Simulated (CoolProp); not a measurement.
Carbon dioxide along the isobar 2.39 MPa: fugacity coefficient from the reference equation and from simpler models built on Tc = 304.1 K, pc = 7.377 MPa, ω = 0.224; each cubic takes its own stable root.

The numbers come from the reference Helmholtz-energy equation of state, Span 1996 in CoolProp.

```json
[
 {"T (K)": "233.2", "phase": "liquid", "reference": "0.3845", "Soave-Redlich-Kwong": "0.3896", "Peng-Robinson": "0.3821"},
 {"T (K)": "247.2", "phase": "liquid", "reference": "(withheld)", "Soave-Redlich-Kwong": "0.5977", "Peng-Robinson": "0.5846"},
 {"T (K)": "261.1", "phase": "gas", "reference": "(withheld)", "Soave-Redlich-Kwong": "0.8236", "Peng-Robinson": "0.8120"},
 {"T (K)": "275.1", "phase": "gas", "reference": "0.8472", "Soave-Redlich-Kwong": "(withheld)", "Peng-Robinson": "0.8389"},
 {"T (K)": "289.1", "phase": "gas", "reference": "0.8706", "Soave-Redlich-Kwong": "0.8722", "Peng-Robinson": "0.8610"},
 {"T (K)": "303", "phase": "gas", "reference": "(withheld)", "Soave-Redlich-Kwong": "0.8903", "Peng-Robinson": "0.8795"},
 {"T (K)": "317", "phase": "gas", "reference": "(withheld)", "Soave-Redlich-Kwong": "0.9057", "Peng-Robinson": "(withheld)"},
 {"T (K)": "330.9", "phase": "gas", "reference": "0.9177", "Soave-Redlich-Kwong": "0.9186", "Peng-Robinson": "(withheld)"},
 {"T (K)": "344.9", "phase": "gas", "reference": "0.9285", "Soave-Redlich-Kwong": "0.9297", "Peng-Robinson": "0.9199"},
 {"T (K)": "358.8", "phase": "gas", "reference": "0.9375", "Soave-Redlich-Kwong": "(withheld)", "Peng-Robinson": "0.9297"}
]
```

Q: Complete the blanks.

A: 
- 247.2, reference: 0.5896
- 261.1, reference: 0.8174
- 275.1, Soave-Redlich-Kwong: 0.8502
- 303, reference: 0.8894
- 317, reference: 0.9049
- 317, Peng-Robinson: 0.8952
- 330.9, Peng-Robinson: 0.9084
- 358.8, Soave-Redlich-Kwong: 0.9392
